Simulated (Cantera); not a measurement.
An adiabatic, constant-volume homogeneous reactor starts with CH₄ : O₂ : N₂ = 1 : 0.833 : 9.17 (molar parts), at 1323 K and 6680 Torr.

Model: GRI-Mech 3.0 (53 species, 325 reactions), integrated in Cantera.

Q: Predict: time of steepest temperature rise; temperature at 1.00 s; equilibrium temperature; x(CH₄) at 1.00 s; x(CO) at 1.00 s; x(O) at 1.00 s; x(OH) at 1.00 s; x(NO) at 1.00 s.

A: 
- time of steepest temperature rise: 5.91 ms
- temperature at 1.00 s: 1938 K
- equilibrium temperature: 1938 K
- x(CH₄) at 1.00 s: 3.50e-8 (gas-phase equilibrium 3.88e-8)
- x(CO) at 1.00 s: 0.0751 (gas-phase equilibrium 0.0751)
- x(O) at 1.00 s: 2.10e-9 (gas-phase equilibrium 2.10e-9)
- x(OH) at 1.00 s: 3.45e-6 (gas-phase equilibrium 3.45e-6)
- x(NO) at 1.00 s: 4.08e-7 (gas-phase equilibrium 2.66e-7)
